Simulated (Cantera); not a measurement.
# FeS + SO2 + CO2 (roasting and sulfation)

Charge: 1 mol FeS, 0.23 mol SO2, 3.6 mol CO2, equilibrated at 10.0 Torr.

These are equilibrium values from Cantera (NASA tables, ideal gas, pure condensed phases), not measurements of a reactor. Candidate condensed phases: C, Fe, Fe(CO)5, FeO, FeS, FeSO4, FeS2, Fe2O3, Fe2(SO4)3, Fe3O4, S; 25 gas species. Metal and sulfide melt together well below either melting point, which pure phases cannot show. Mutual solubility and eutectic melting of coexisting phases are not modelled. The tables' stoichiometric FeO is somewhat more stable than real wüstite, so its field is too wide. FeO, FeS: taken at fixed stoichiometry. Gases not in the tables: S3 to S7. Rates play no part.

```json
[
 {"T (°C)": "750", "x CO2": "0.927", "x CO": "0.00895", "x SO2": "0.0571", "x S2": "0.00655", "x SO": "1.83e-5", "x COS": "0.000281", "n FeS(s)": "0.958", "n Fe3O4(s)": "0.0140", "n FeO(s)": "0", "n FeO(l)": "0"},
 {"T (°C)": "825", "x CO2": "0.910", "x CO": "0.0214", "x SO2": "0.0584", "x S2": "0.00917", "x SO": "5.35e-5", "x COS": "0.000386", "n FeS(s)": "0.931", "n Fe3O4(s)": "0.0230", "n FeO(s)": "0", "n FeO(l)": "0"},
 {"T (°C)": "900", "x CO2": "0.880", "x CO": "0.0442", "x SO2": "0.0619", "x S2": "0.0127", "x SO": "0.000140", "x COS": "0.000502", "n FeS(s)": "0.887", "n Fe3O4(s)": "0.0378", "n FeO(s)": "0", "n FeO(l)": "0"},
 {"T (°C)": "975", "x CO2": "0.821", "x CO": "0.0841", "x SO2": "0.0700", "x S2": "0.0232", "x SO": "0.000366", "x COS": "0.000744", "n FeS(s)": "0.761", "n Fe3O4(s)": "0", "n FeO(s)": "0.239", "n FeO(l)": "0"},
 {"T (°C)": "1050", "x CO2": "0.737", "x CO": "0.144", "x SO2": "0.0765", "x S2": "0.0401", "x SO": "0.000852", "x COS": "0.00103", "n FeS(s)": "0.579", "n Fe3O4(s)": "0", "n FeO(s)": "0.421", "n FeO(l)": "0"},
 {"T (°C)": "1125", "x CO2": "0.631", "x CO": "0.218", "x SO2": "0.0820", "x S2": "0.0650", "x SO": "0.00180", "x COS": "0.00130", "n FeS(s)": "0.314", "n Fe3O4(s)": "0", "n FeO(s)": "0.686", "n FeO(l)": "0"},
 {"T (°C)": "1200", "x CO2": "0.518", "x CO": "0.297", "x SO2": "0.0859", "x S2": "0.0932", "x SO": "0.00343", "x COS": "0.00144", "n FeS(s)": "0", "n Fe3O4(s)": "0", "n FeO(s)": "1.000", "n FeO(l)": "0"},
 {"T (°C)": "1275", "x CO2": "0.464", "x CO": "0.341", "x SO2": "0.107", "x S2": "0.0798", "x SO": "0.00595", "x COS": "0.00108", "n FeS(s)": "0", "n Fe3O4(s)": "0", "n FeO(s)": "1.000", "n FeO(l)": "0"},
 {"T (°C)": "1350", "x CO2": "0.414", "x CO": "0.382", "x SO2": "0.126", "x S2": "0.0667", "x SO": "0.00955", "x COS": "0.000809", "n FeS(s)": "0", "n Fe3O4(s)": "0", "n FeO(s)": "1.000", "n FeO(l)": "0"},
 {"T (°C)": "1425", "x CO2": "0.367", "x CO": "0.419", "x SO2": "0.143", "x S2": "0.0543", "x SO": "0.0143", "x COS": "0.000603", "n FeS(s)": "0", "n Fe3O4(s)": "0", "n FeO(s)": "0", "n FeO(l)": "1.000"}
]
```
x: gas mole fraction; n: condensed amount in mol.

From 750 °C to 900 °C the condensed part is FeS(s) + Fe3O4(s). From 975 °C to 1125 °C the condensed part is FeO(s) + FeS(s). From 1200 °C to 1350 °C the condensed part is FeO(s). At 1425 °C the condensed part is FeO(l).
